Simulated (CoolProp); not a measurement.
Vapour-liquid equilibrium of propane (1) + toluene (2) at 151 kPa; x and y are mole fractions of (1).

Model: multi-fluid Helmholtz-energy mixture model, Lemmon 2009 and Lemmon 2006; pair parameters Bell 2016, in CoolProp.

Task: Give the bubble temperature and the first vapour's composition at x = 0.05, 0.35, 0.725. Is there an azeotrope?

Result: x = 0.05: 53.5 °C, y = 0.905; x = 0.35: -17.3 °C, y = 0.999; x = 0.725: -27.1 °C, y = 1.000. No azeotrope shows between x = 0.05 and 0.95.

Pair parameters are fitted to limited data, so mixtures are less certain than the pure fluids. With so large a gap from Raoult's law the liquid may split in two, which this calculation doesn't test in full.
